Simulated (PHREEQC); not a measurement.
City or well water: an equilibrium model

A made-up water analysis in mg/kgw, 25 °C, pH 7.24, pe 9: Na 21.7; K 0.437; Ca 24.6; Mg 8.72; Cl 62.9; S(6) as SO4 54; Alkalinity as HCO3 2.92; Li 0.00513; Si as SiO2 0.0698; Zn 0.107; Cd 0.243.

Valence states are taken as typed.

The numbers come from PHREEQC with the ion-association model, phreeqc.dat.

Each row changes one thing in this solution. This is a speciation only: nothing precipitates in the calculation.

| case | ionic strength (mol/kgw) | Ca+2 (mol/kgw) | SO4-2 (mol/kgw) | Mg+2 (mol/kgw) | HCO3- (mol/kgw) | CaSO4 (mol/kgw) | SI of Otavite (CdCO3) | SI of Quartz (SiO2) |
|---|---|---|---|---|---|---|---|---|
| as made | 0.00425 | 0.000583 | 0.000507 | 0.000336 | 4.70e-5 | 3.02e-5 | -1.22 | -1.96 |
| pH from 7.24 to 6.94 at the same alkalinity | 0.00425 | 0.000583 | 0.000507 | 0.000336 | 4.73e-5 | 3.02e-5 | -1.52 | [?] |
| temperature from 25 to 80 °C at the same typed pH | 0.00407 | 0.000576 | 0.000464 | 0.000299 | 4.04e-5 | [?] | -1.12 | -2.64 |
| all concentrations times 4 at the same typed pH | 0.0160 | 0.00219 | 0.00177 | [?] | [?] | 0.000259 | -0.27 | [?] |
| Zn from 0.107 to 0.321 mg/kgw | 0.00425 | 0.000583 | 0.000507 | 0.000336 | 4.69e-5 | 3.02e-5 | -1.22 | -1.96 |

Q: What belongs in the gaps?

A: 
- pH from 7.24 to 6.94 at the same alkalinity, SI of Quartz (SiO2): -1.95
- temperature from 25 to 80 °C at the same typed pH, CaSO4 (mol/kgw): 3.68e-5
- all concentrations times 4 at the same typed pH, Mg+2 (mol/kgw): 0.00124
- all concentrations times 4 at the same typed pH, HCO3- (mol/kgw): 0.000185
- all concentrations times 4 at the same typed pH, SI of Quartz (SiO2): -1.35

Away from 25 °C the constants follow the database's enthalpies or fits; those with neither stay at their 25 °C values.
